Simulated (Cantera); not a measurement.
Feed: 1 mol BN, 12 mol H2O, 0.96 mol H2, 1.8 mol HF, equilibrated at 44.0 Pa.

Equilibrium computed with Cantera from the NASA thermochemical tables; the gas is ideal and each condensed phase is pure. Candidate condensed phases: B, BN, B2O3, B3O3H3, H2O; 62 gas species. Gases not in the tables: H3BO3. Kinetics and transport are ignored.

**Question.** Which condensed phases are stable at each of these points (T (°C)): 850, 900, 950, 1000, 1050, 1100, 1150, 1200?

**Answer.** 
| T (°C) | condensed phases | B condensed (%) |
|---|---|---|
| 850 | B2O3(l) | 73.8 |
| 900 | B2O3(l) | 46.2 |
| 950 | gas only | 0.0 |
| 1000 | gas only | 0.0 |
| 1050 | gas only | 0.0 |
| 1100 | gas only | 0.0 |
| 1150 | gas only | 0.0 |
| 1200 | gas only | 0.0 |

From 850 °C to 900 °C the condensed part is B2O3(l). From 950 °C to 1200 °C nothing is condensed.
